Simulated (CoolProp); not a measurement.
A Linde-Hampson liquefier for normal hydrogen: isothermal reversible compression at 280 K from 1 atm to 25 MPa, throttling to 1 atm, return gas leaving the recuperator 2 K below the feed. Each further row changes one setting.

Computed with CoolProp (reference Helmholtz-energy equation of state, Leachman 2009).

```json
[
 {"case": "as stated", "compression work (kJ/kg of gas)": "6540"},
 {"case": "high pressure 50 MPa", "compression work (kJ/kg of gas)": "7540"},
 {"case": "warm-end temperature 310 K", "compression work (kJ/kg of gas)": "7230"},
 {"case": "warm-end gap 7 K", "compression work (kJ/kg of gas)": "6540"}
]
```
